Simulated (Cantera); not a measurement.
A closed system holds: 1 mol SiC, 0.16 mol O2, 72 mol N2, 0.0029 mol H2O, equilibrated at 0.100 bar.

Method: chemical equilibrium by Gibbs-energy minimisation in Cantera with the NASA 1993 tables (ideal gas, pure condensed phases). Candidate condensed phases: C, C6H6, C7H8, C8H18, H2O, Si, SiC, SiO2, Si2N2O, Si3N4; 151 gas species. N2 is the only nitrogen source here; it is nearly inert below about 1500 K, so the nitride shown seldom forms there in practice. Mutual solubility and eutectic melting of coexisting phases are not modelled. The numbers say what is thermodynamically allowed, not how fast it happens.

**Question.** Which condensed phases are stable at each of these points (T (°C)): 650, 750, 850, 950, 1050, 1150, 1250?

**Answer.** 
```csv
T (°C),condensed phases,Si condensed (%)
650,C(graphite) + Si2N2O(s) + Si3N4(s),100.0
750,C(graphite) + Si2N2O(s) + Si3N4(s),100.0
850,C(graphite) + Si2N2O(s) + Si3N4(s),100.0
950,C(graphite) + Si2N2O(s) + Si3N4(s),100.0
1050,C(graphite) + Si2N2O(s) + Si3N4(s),100.0
1150,C(graphite) + Si2N2O(s) + Si3N4(s),100.0
1250,C(graphite) + SiC(s) + Si2N2O(s),100.0
```

From 650 °C to 1150 °C the condensed part is C(graphite) + Si2N2O(s) + Si3N4(s). At 1250 °C the condensed part is C(graphite) + SiC(s) + Si2N2O(s).
